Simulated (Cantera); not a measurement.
A Cantera script and what it prints.

```python
import numpy as np
import cantera as ct

gas_names = """
    CL CL2 H HCL H2 Si SiCL SiCL2 SiCL3 SiCL4 SiH SiHCL3 SiH2 SiH2CL2 SiH3 SiH3CL SiH4 Si2 Si3
""".split()
cond_names = """
    Si(cr) Si(L)
""".split()


# ... load() reads the species with a 1 bar reference pressure and builds the phases ...
atoms = {
    'SiH2Cl2': {'Si': 1, 'H': 2, 'CL': 2},
    'H2': {'H': 2},
}
top_T = {}  # K; cautious upper limits of use, not melting points


# ... equilibrate(T, P, feed) seeds the gas with the atoms and calls Mixture.equilibrate('TP', solver="vcs", rtol=1e-11, max_steps=5000) ...
results = []
feed = {'SiH2Cl2': 1, 'H2': 2.8}  # mol
T = 2125  # K
P = 13332.2  # Pa
mix = equilibrate(T, P, feed)
results.append((T, P, feed, dict(zip(mix.species_names, mix.species_moles))))
print(gas.report(threshold=0.001))
for i in range(1, mix.n_phases):
    print(f"{mix.phase(i).name:16s} {mix.phase_moles(i):12.5e} mol")
```

It prints:

```
       temperature   2125 K
          pressure   13332 Pa
           density   0.014673 kg/m^3
  mean mol. weight   19.446 kg/kmol
   phase of matter   gas

                          1 kg             1 kmol
                     ---------------   ---------------
          enthalpy        1.5161e+06        2.9481e+07  J
   internal energy        6.0746e+05        1.1812e+07  J
           entropy             12752        2.4796e+05  J/K
    Gibbs function       -2.5581e+07       -4.9744e+08  J
 heat capacity c_p            1919.2             37320  J/K
 heat capacity c_v            1491.6             29006  J/K

                      mass frac. Y      mole frac. X     chem. pot. / RT
                     ---------------   ---------------   ---------------
                CL         0.0030351         0.0016649           -24.386
                 H        0.00042746         0.0082462           -11.033
               HCL           0.35468           0.18918           -35.418
                H2          0.071276            0.6875           -22.065
                Si         0.0018805          0.001302           -6.2281
              SiCL         0.0059747         0.0018286           -30.614
             SiCL2           0.55222           0.10848           -54.999
             SiCL3         0.0094992          0.001374           -79.385
     [  +11 minor]         0.0010071        0.00042591

Si(L)             4.51904e-01 mol
```

Equilibrium computed with Cantera from the NASA thermochemical tables; the gas is ideal and each condensed phase is pure. The tables' values for SiCl, SiCl3 are old estimates; treat these amounts as uncertain. Gases not in the tables: Si2H6 and higher silanes.
